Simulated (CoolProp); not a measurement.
Vapour-liquid equilibrium of n-heptane (1) + ethylbenzene (2) at 432.3 K; x and y are mole fractions of (1).

Computed with CoolProp (multi-fluid Helmholtz-energy mixture model, Span 2003 and Zhou 2012; pair parameters Bell 2016).

```tsv
x	bubble pressure, mixture model (MPa)	bubble pressure, Raoult's law (MPa)	y, mixture model	y, Raoult's law
0.05	0.1995	0.1944	0.132	0.117
0.125	0.2256	0.2149	0.283	0.264
0.2	0.2498	0.2354	0.398	0.385
0.275	0.2724	0.2558	0.490	0.488
0.35	0.2937	0.2763	0.567	0.575
0.425	0.3140	0.2968	0.633	0.650
0.5	0.3334	0.3172	0.692	0.715
0.575	0.3522	0.3377	0.745	0.772
0.65	0.3706	0.3582	0.794	0.823
0.725	0.3886	0.3786	0.841	0.869
0.8	0.4064	0.3991	0.885	0.909
0.875	0.4242	0.4196	0.929	0.946
0.95	0.4419	0.4400	0.972	0.979
```

The largest gap from Raoult's law is +6.5 % in bubble pressure, at x = 0.275. No azeotrope shows between x = 0.05 and 0.95.

Pair parameters are fitted to limited data, so mixtures are less certain than the pure fluids.
